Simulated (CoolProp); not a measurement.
Vapour-liquid equilibrium of propylene (1) + n-hexane (2) at 0.0513 MPa; x and y are mole fractions of (1).

Computed with CoolProp (multi-fluid Helmholtz-energy mixture model, Lemmon 2013 and Thol 2019; pair parameters Bell 2016).

| x | bubble temperature (°C) | y at the bubble point | dew temperature at overall composition x (°C) | liquid density (mol/L) |
|---|---|---|---|---|
| 0.05 | [?] | 0.877 | 47.1 | 8.020 |
| 0.2 | [?] | [?] | 42.5 | [?] |
| 0.35 | -41.0 | 0.994 | [?] | 9.817 |
| 0.5 | -47.2 | 0.997 | 30.7 | 10.74 |
| 0.65 | -52.4 | 0.999 | 22.4 | 11.78 |
| 0.8 | [?] | 0.999 | 10.6 | 12.99 |
| 0.95 | [?] | [?] | -14.2 | 14.39 |

Q: Complete the blanks.

A: 
- 0.05, bubble temperature (°C): 1.2
- 0.2, bubble temperature (°C): -31.6
- 0.2, y at the bubble point: 0.985
- 0.2, liquid density (mol/L): 8.986
- 0.35, dew temperature at overall composition x (°C): 37.1
- 0.8, bubble temperature (°C): -56.9
- 0.95, bubble temperature (°C): -60.5
- 0.95, y at the bubble point: 1.000

No azeotrope shows between x = 0.05 and 0.95.

Pair parameters are fitted to limited data, so mixtures are less certain than the pure fluids. The gap from Raoult's law changes sign with composition, which may be real or a fault of the pair parameters; it wasn't checked against measurements.
